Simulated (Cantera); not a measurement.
Ignition delay

Mixture: CH3OH : O2 : N2 = 1 : 1.81 : 6.8 (molar parts), equivalence ratio 0.83, at 1.97 atm, adiabatic and at constant pressure. Ignition delay is the time to a rise of 400 K.

Model: GRI-Mech 3.0 (53 species, 325 reactions), integrated in Cantera. GRI-Mech 3.0 was tuned for natural gas; its chemistry of methanol as a main component is partial and can be far from experiment.

```csv
T0 (K),delay (ms)
1200,5.46
1275,1.73
1350,0.636
1425,0.268
1500,0.128
```

| Item | Value |
|---|---|
| apparent activation energy between 1350 and 1500 K | 180 kJ/mol |
